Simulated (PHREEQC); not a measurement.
# Spent oxide etchant: an equilibrium model

Solution (30 °C and 100 atm): 0.029 mol/kgw NH4HF2, 0.011 mol/kgw H2SiF6, 0.0019 mol/kgw HBF4 and 0.0012 mol/kgw H2SO4. Closed to the air; pH follows from the charge balance.

All values are PHREEQC results (ion-association model, phreeqc.dat), not measurements.

Precipitation was switched off in this run.

Problem. What pH does the model give?

Solution. pH 2.29.

Problem. In which forms is S present?

Solution. SO4-2 69 %, HSO4- 20 %, NH4SO4- 11 % of the S.

Complexes and solids missing from the database can't appear. Under pressure, the constants of complexes without a molar volume in the database are unreliable. SiF6-2 is the database's only silicon fluoride. Real BF4- forms and hydrolyses slowly; the run takes it at equilibrium.
